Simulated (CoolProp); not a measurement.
CH3F (R41) at 293.15 K and 9.55 MPa is throttled through a valve to 4.37 MPa with no heat exchange. Each further row changes one setting.

The numbers come from the reference Helmholtz-energy equation of state, Lemmon 2006 in CoolProp. It is a short technical equation, of lower accuracy than the large ones.

```tsv
case	temperature change (K)	final phase	final density (kg/m³)
as stated	[?]	liquid	623
outlet pressure 1.31 MPa	[?]	[?]	[?]
outlet pressure 5.68 MPa	[?]	liquid	[?]
```

Task: What belongs in the gaps?

Result: 
- as stated, temperature change (K): -2.5
- outlet pressure 1.31 MPa, temperature change (K): -35.4
- outlet pressure 1.31 MPa, final phase: two-phase, vapour fraction 0.225
- outlet pressure 1.31 MPa, final density (kg/m³): 104
- outlet pressure 5.68 MPa, temperature change (K): -1.7
- outlet pressure 5.68 MPa, final density (kg/m³): 631
